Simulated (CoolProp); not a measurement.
n-nonane along the isotherm 326.85 °C: Z from the reference equation and from simpler models built on Tc = 321.4 °C, pc = 2.282 MPa, ω = 0.443; each cubic takes its own stable root.

Model: reference Helmholtz-energy equation of state, Lemmon 2006, in CoolProp. It is a short technical equation, of lower accuracy than the large ones.

| p (MPa) | phase | reference |
|---|---|---|
| 0.0815 | gas | 0.9878 |
| 0.163 | gas | 0.9754 |
| 0.244 | gas | 0.9629 |
| 0.326 | gas | 0.9499 |
| 0.407 | gas | 0.9368 |
| 0.489 | gas | 0.9233 |
| 0.57 | gas | 0.9096 |
| 0.652 | gas | 0.8955 |
| 0.733 | gas | 0.8811 |
| 0.815 | gas | 0.8663 |
| 0.896 | gas | 0.8512 |
| 0.978 | gas | 0.8354 |
| 1.06 | gas | 0.8192 |
| 1.14 | gas | 0.8029 |

Problem. How far does each simpler model (Pitzer virial, Soave-Redlich-Kwong, Peng-Robinson) lie from the reference over these 14 states: mean and median of the absolute difference, and the worst?

Solution. 
- Pitzer virial: mean 1.0 %, median 0.7 %, worst +3.3 % at 326.85 °C and 1.14 MPa
- Soave-Redlich-Kwong: mean 0.5 %, median 0.4 %, worst +1.3 % at 326.85 °C and 1.14 MPa
- Peng-Robinson: mean 0.6 %, median 0.7 %, worst -0.9 % at 326.85 °C and 1.06 MPa
